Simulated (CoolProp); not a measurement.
Saturation properties of oxygen (Tc = -118.6 °C, pc = 50.46 bar, ω = 0.022).

The numbers come from the reference Helmholtz-energy equation of state, Schmidt 1985 in CoolProp.

```csv
T (°C),p (bar),liquid density (kg/m³),enthalpy of vaporisation (kJ/kg),liquid cp (kJ/(kg K))
-187.25,0.6317,1162,217.1,1.690
-180.85,1.257,1131,211.0,1.706
-174.45,2.274,1098,204.1,1.731
-168.05,3.814,1063,196.4,1.768
-161.65,6.018,1027,187.5,1.821
-155.25,9.032,987.4,177.3,1.896
-148.85,13.01,944.7,165.5,2.006
-142.45,18.11,897.0,151.5,2.176
```

It boils at -183.0 °C under 1 atm.
